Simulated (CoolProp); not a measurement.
Vapour-liquid equilibrium of carbon dioxide (1) + hydrogen sulfide (2) at 1210 kPa; x and y are mole fractions of (1).

Model: multi-fluid Helmholtz-energy mixture model, Span 1996 and Lemmon 2006; pair parameters Kunz 2012, in CoolProp.

| x | bubble temperature, mixture model (K) | bubble temperature, Raoult's law (K) | y, mixture model | y, Raoult's law |
|---|---|---|---|---|
| 0.05 | 270.4 | 274.8 | 0.227 | 0.150 |
| 0.2 | 255.6 | 265.2 | 0.561 | 0.464 |
| 0.35 | 248.5 | 257.8 | 0.692 | 0.656 |
| 0.5 | 244.7 | 251.9 | 0.763 | 0.784 |
| 0.65 | 242.2 | 247.1 | 0.818 | 0.873 |
| 0.8 | 240.2 | 242.9 | 0.879 | 0.938 |
| 0.95 | 238.7 | 239.4 | 0.962 | 0.986 |

The largest gap from Raoult's law is -9.6 K in bubble temperature, at x = 0.2. No azeotrope shows between x = 0.05 and 0.95.

Pair parameters are fitted to limited data, so mixtures are less certain than the pure fluids.
